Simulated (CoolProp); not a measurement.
The fluid at 298.15 K and 0.798 MPa is compressed adiabatically to 3.51 MPa with isentropic efficiency 0.7. The same conditions are run with several fluids, on thermodynamics alone (safety and materials aside).

Model: reference Helmholtz-energy equation of state of each fluid (sulfur hexafluoride: Guder 2009; carbon dioxide: Span 1996; dry air: Lemmon 2000; oxygen: Schmidt 1985; nitrogen: Span 2000), in CoolProp. Blends and air are pseudo-pure fits.

Problem. Rank sulfur hexafluoride, carbon dioxide, dry air, oxygen, nitrogen by work (kJ/kg), highest first.

Solution. nitrogen (234), dry air (226), oxygen (203), carbon dioxide (134), sulfur hexafluoride (32.2)

```
fluid                final temperature (K)    final phase  final density (kg/m³)
-------------------  ---------------------  -------------  ---------------------
sulfur hexafluoride                  360.9            gas                    223
carbon dioxide                       451.7            gas                   42.8
dry air                              520.4            gas                   23.2
oxygen                               513.8            gas                   26.1
nitrogen                             521.4  supercritical                   22.3
```

Above 300 K oxygen's equation is extrapolated.
